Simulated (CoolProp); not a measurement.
Vapour pressure (MPa) of water: the reference equation beside estimates from Tc = 373.9 °C, pc = 22.06 MPa, ω = 0.344. Clausius-Clapeyron is anchored at 232.95 °C with a constant enthalpy of vaporisation of 32.41 kJ/mol.

Model: reference Helmholtz-energy equation of state, Wagner 2002, in CoolProp.

```tsv
T (°C)	reference	Clausius-Clapeyron	Soave-Redlich-Kwong	Peng-Robinson
221.05	2.367	2.452	2.410	2.386
225.05	2.552	2.612	2.603	2.575
229.05	2.749	2.780	2.806	2.775
232.95	2.951	2.951	3.017	2.981
236.95	3.171	3.135	3.244	3.205
240.85	3.397	3.322	3.478	3.435
244.85	3.642	3.523	3.732	3.685
248.85	3.900	3.732	3.999	3.947
```

Absolute difference from the reference over all 8 rows, mean and median: Clausius-Clapeyron 2.2 and 2.3 %, Soave-Redlich-Kwong 2.2 and 2.3 %, Peng-Robinson 1.0 and 1.0 %.
